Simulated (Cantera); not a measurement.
Mixture: C₃H₈ : O₂ : N₂ : H₂O = 1 : 2.38 : 8.95 : 2 (molar parts), equivalence ratio 2.1, at 760 Torr, adiabatic and at constant volume. Ignition delay is the time to a rise of 400 K.

Model: GRI-Mech 3.0 (53 species, 325 reactions), integrated in Cantera. GRI-Mech 3.0 was tuned for natural gas; its chemistry of propane as a main component is partial and can be far from experiment.

Task: What does this change do: pressure from 760 Torr to 16500 Torr?

Result: 
```json
[
 {"quantity": "delay at 1175 K", "before": "12.5 ms", "after": "1.45 ms"},
 {"quantity": "delay at 1275 K", "before": "1.87 ms", "after": "0.276 ms"},
 {"quantity": "delay at 1375 K", "before": "0.412 ms", "after": "62.5 µs"},
 {"quantity": "delay at 1475 K", "before": "0.127 ms", "after": "17.8 µs"},
 {"quantity": "delay at 1575 K", "before": "51.5 µs", "after": "6.36 µs"},
 {"quantity": "apparent activation energy between 1525 and 1625 K", "before": "160 kJ/mol", "after": "190 kJ/mol"}
]
```
The pressure lies above the range GRI-Mech 3.0 was tuned for (to about 10 atm).
